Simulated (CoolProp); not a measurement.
The numbers come from the reference Helmholtz-energy equation of state, Akasaka 2020 in CoolProp.

Give the vapour pressure (bar), liquid density (kg/m³), vapour density (kg/m³), enthalpy of vaporisation (kJ/kg) of saturated R1123 at -25.05, -15.95, -2.35 °C.


| T (°C) | p (bar) | liquid density (kg/m³) | vapour density (kg/m³) | enthalpy of vaporisation (kJ/kg) |
|---|---|---|---|---|
| -25.05 | 4.81 | 1220 | 21.5 | 197 |
| -15.95 | 6.60 | 1190 | 29.2 | 188 |
| -2.35 | 10.1 | 1130 | 45.0 | 174 |
